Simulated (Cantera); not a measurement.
Standard-state values (1 bar) from the NASA 1993 polynomials, evaluated with Cantera. Values are per mole of reaction as written; species without (g) are pure solids or liquids, kept so even where they would boil at 1 bar. TaC: taken at fixed stoichiometry.

6 Ta + C6H6(g) ⇌ 6 TaC + 6 H(g)

```json
[
 {"T (K)": "1275", "ΔH° (kJ)": "(withheld)", "ΔS° (J/K)": "(withheld)", "ΔG° (kJ)": "(withheld)", "log10 K": "(withheld)"},
 {"T (K)": "1375", "ΔH° (kJ)": "434.4", "ΔS° (J/K)": "544.9", "ΔG° (kJ)": "-314.8", "log10 K": "11.96"},
 {"T (K)": "1475", "ΔH° (kJ)": "438.4", "ΔS° (J/K)": "547.7", "ΔG° (kJ)": "-369.5", "log10 K": "13.08"},
 {"T (K)": "1575", "ΔH° (kJ)": "442.3", "ΔS° (J/K)": "550.2", "ΔG° (kJ)": "-424.4", "log10 K": "14.07"},
 {"T (K)": "1675", "ΔH° (kJ)": "(withheld)", "ΔS° (J/K)": "(withheld)", "ΔG° (kJ)": "(withheld)", "log10 K": "(withheld)"},
 {"T (K)": "1775", "ΔH° (kJ)": "449.6", "ΔS° (J/K)": "554.6", "ΔG° (kJ)": "-534.8", "log10 K": "15.74"},
 {"T (K)": "1875", "ΔH° (kJ)": "453.2", "ΔS° (J/K)": "556.6", "ΔG° (kJ)": "-590.4", "log10 K": "16.45"},
 {"T (K)": "1975", "ΔH° (kJ)": "456.7", "ΔS° (J/K)": "558.4", "ΔG° (kJ)": "-646.2", "log10 K": "17.09"},
 {"T (K)": "2075", "ΔH° (kJ)": "460.2", "ΔS° (J/K)": "560.1", "ΔG° (kJ)": "-702.1", "log10 K": "17.67"},
 {"T (K)": "2175", "ΔH° (kJ)": "463.6", "ΔS° (J/K)": "561.7", "ΔG° (kJ)": "-758.2", "log10 K": "18.21"},
 {"T (K)": "2275", "ΔH° (kJ)": "467.0", "ΔS° (J/K)": "563.2", "ΔG° (kJ)": "-814.4", "log10 K": "18.70"}
]
```

Task: Some entries are withheld; supply them.

Result: 
- 1275, ΔH° (kJ): 430.1
- 1275, ΔS° (J/K): 541.7
- 1275, ΔG° (kJ): -260.5
- 1275, log10 K: 10.67
- 1675, ΔH° (kJ): 446.0
- 1675, ΔS° (J/K): 552.5
- 1675, ΔG° (kJ): -479.5
- 1675, log10 K: 14.95
